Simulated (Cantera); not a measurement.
## Abatement and gas-phase synthesis: CO2 + H2O

Feed: 1 mol CO2, 6.9 mol H2O, held at 2.30e7 Pa.

Equilibrium computed with Cantera from the NASA thermochemical tables; the gas is ideal and each condensed phase is pure. Candidate condensed phases: C, C6H6, C7H8, C8H18, H2O; 131 gas species. Ions and electrons are included (thermal ionisation). The ideal-gas law is rough above about 30 bar. The tables' values for COOH are old estimates; treat these amounts as uncertain. Rates play no part.

| T (K) | log p H2O | log p OH | log p H | log p H2 | log p O | log p CO2 | log p CO | log p O2 |
|---|---|---|---|---|---|---|---|---|
| 3000 | 2.28 | 0.66 | -0.47 | 0.67 | -0.69 | 1.38 | 0.64 | 0.52 |
| 3500 | 2.22 | 1.12 | 0.31 | 1.07 | 0.12 | 1.23 | 1.00 | 0.86 |
| 4000 | 2.12 | 1.42 | 0.88 | 1.35 | 0.70 | 1.00 | 1.17 | 1.05 |
| 4500 | 1.96 | 1.59 | 1.29 | 1.51 | 1.11 | 0.71 | 1.23 | 1.13 |
| 5000 | 1.72 | 1.65 | 1.59 | 1.57 | 1.40 | 0.38 | 1.22 | 1.11 |
log p: log10 of the partial pressure in bar; nothing condenses.

From 3000 K to 5000 K nothing is condensed. The main C-bearing gas is CO2 at 3000 K and CO at 5000 K.
